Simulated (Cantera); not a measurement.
Input: 1 mol Al, 30 mol N2O, 21 mol H2, equilibrated at 1975 K and 0.0300 bar.

Equilibrium computed with Cantera from the NASA thermochemical tables; the gas is ideal and each condensed phase is pure. Candidate condensed phases: Al, AlN, Al2O3, H2O; 35 gas species. Gases not in the tables: Al(OH)3. Equilibrium is a limit: real reactors are often held back by kinetics, nucleation or transport.

Base state: N2 0.544, H2O 0.377, O2 0.0657, OH 0.00631, NO 0.00332, H2 0.00202, O 0.000815, H 0.000355 (mole fractions); condensed: Al2O3(s).

Q: What changes in the equilibrium state with this change: N2O from 30 to 0.69 mol?

A: 
```json
[
 {"species": "H2", "before": "0.00202", "after": "0.940"},
 {"species": "N2", "before": "0.544", "after": "0.0310"},
 {"species": "Al", "before": "<1e-9", "after": "0.0104"},
 {"species": "H2O", "before": "0.377", "after": "1.61e-5"},
 {"species": "O2", "before": "0.0657", "after": "<1e-9"},
 {"species": "Al2O", "before": "<1e-9", "after": "0.0100"},
 {"species": "NO", "before": "0.00332", "after": "<1e-9"},
 {"species": "O", "before": "0.000815", "after": "<1e-9"},
 {"species": "AlH", "before": "<1e-9", "after": "0.000515"},
 {"species": "OH", "before": "0.00631", "after": "1.25e-8"},
 {"species": "AlOH", "before": "<1e-9", "after": "5.47e-5"},
 {"species": "Al2O3(s), mol", "before": "0.500", "after": "0.155"}
]
```
The tables' values for AlOH are old estimates; treat these amounts as uncertain.

Q: What changes in the equilibrium state with this change: temperature from 1975 K to 848 K?

A: 
```json
[
 {"species": "N2", "before": "0.544", "after": "0.548"},
 {"species": "H2O", "before": "0.377", "after": "0.384"},
 {"species": "O2", "before": "0.0657", "after": "0.0685"},
 {"species": "OH", "before": "0.00631", "after": "1.23e-8"},
 {"species": "H2", "before": "0.00202", "after": "<1e-9"},
 {"species": "O", "before": "0.000815", "after": "<1e-9"},
 {"species": "Al2O3(s), mol", "before": "0.500", "after": "0.500"}
]
```

Q: What changes in the equilibrium state with this change: temperature from 1975 K to 1723.15 K?

A: 
| species | before | after |
|---|---|---|
| N2 | 0.544 | 0.547 |
| H2O | 0.377 | 0.382 |
| O2 | 0.0657 | 0.0674 |
| OH | 0.00631 | 0.00150 |
| H | 0.000355 | 1.55e-5 |
| O | 0.000815 | 8.54e-5 |
| H2 | 0.00202 | 0.000217 |
| NO | 0.00332 | 0.00149 |
| Al2O3(s), mol | 0.500 | 0.500 |
